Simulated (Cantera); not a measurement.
A closed system holds: 1 mol Si, 9.1 mol H2, at 850 K and 13300 Pa.

These are equilibrium values from Cantera (NASA tables, ideal gas, pure condensed phases), not measurements of a reactor. Candidate condensed phases: Si; 9 gas species. The numbers say what is thermodynamically allowed, not how fast it happens.

Problem. What is the equilibrium state?

Solution. x(H2): 1.00
n(Si(s)): 1.00 mol
gas amount: 9.100 mol
